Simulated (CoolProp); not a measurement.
Vapour-liquid equilibrium of diethyl ether (1) + benzene (2) at 378.2 K; x and y are mole fractions of (1).

Computed with CoolProp (multi-fluid Helmholtz-energy mixture model, Thol 2014 and Thol 2012; pair parameters Bell 2016).

Give the bubble pressure and the first vapour's composition at x = 0.55, 0.85, 0.95. Is there an azeotrope?

x = 0.55: 4.837 bar, y = 0.787; x = 0.85: 6.464 bar, y = 0.943; x = 0.95: 7.037 bar, y = 0.982. No azeotrope shows between x = 0.05 and 0.95.

The pair parameters rest on a limited set of measurements; away from them the model extrapolates.
